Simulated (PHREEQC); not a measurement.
Make-up at 25 °C: 0.0028 mol H3BO3, 0.043 mol NaF and 0.058 mol KCl per kg of water. Closed to the air; pH follows from the charge balance.

Model: ion-association model, phreeqc.dat, run in PHREEQC.

Each row changes one thing in this solution. This is a speciation only: nothing precipitates in the calculation.

```csv
case,pH,ionic strength (mol/kgw),NaF (mol/kgw),HF (mol/kgw),HF2- (mol/kgw),SI of Sylvite (KCl),SI of Halite (NaCl)
as made,7.01,0.100,0.000603,4.62e-6,7.48e-7,-3.61,-4.40
KCl from 0.058 to 0.0638 mol/kgw,7.01,0.106,0.000596,4.61e-6,…,-3.53,-4.36
temperature from 25 to 90 °C,6.93,0.100,0.000561,1.95e-5,3.40e-6,-3.90,-4.47
H3BO3 from 0.0028 to 0.00308 mol/kgw,7.00,0.100,0.000603,4.67e-6,7.57e-7,-3.61,-4.40
H3BO3 left out,7.81,0.100,0.000604,7.26e-7,1.18e-7,-3.61,-4.40
NaF from 0.043 to 0.215 mol/kgw,7.61,0.262,0.0113,4.88e-6,3.76e-6,…,-3.79
0.066 mol/kgw NH3 added,…,0.104,0.000600,1.03e-9,1.67e-10,-3.61,-4.40
KCl from 0.058 to 0.087 mol/kgw,7.00,0.129,0.000574,…,7.43e-7,-3.28,-4.24
```

Task: Fill in the missing entries.

Result: 
- KCl from 0.058 to 0.0638 mol/kgw, HF2- (mol/kgw): 7.47e-7
- NaF from 0.043 to 0.215 mol/kgw, SI of Sylvite (KCl): -3.69
- 0.066 mol/kgw NH3 added, pH: 10.66
- KCl from 0.058 to 0.087 mol/kgw, HF (mol/kgw): 4.59e-6

Complexes and solids missing from the database can't appear. At this temperature some constants are extrapolated from 25 °C, and those without enthalpy data are left unchanged. Real BF4- forms and hydrolyses slowly; the run takes it at equilibrium.
